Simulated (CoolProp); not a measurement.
A Linde-Hampson liquefier for normal hydrogen: isothermal reversible compression at 300 K from 1 atm to 40 MPa, throttling to 1 atm, return gas leaving the recuperator 5 K below the feed. Each further row changes one setting.

Computed with CoolProp (reference Helmholtz-energy equation of state, Leachman 2009).

```
case                        compression work (kJ/kg of gas)
--------------------------  -------------------------------
as stated                                              7700
high pressure 80 MPa                                   8870
warm-end temperature 330 K                             8440
warm-end gap 10 K                                      7700
```
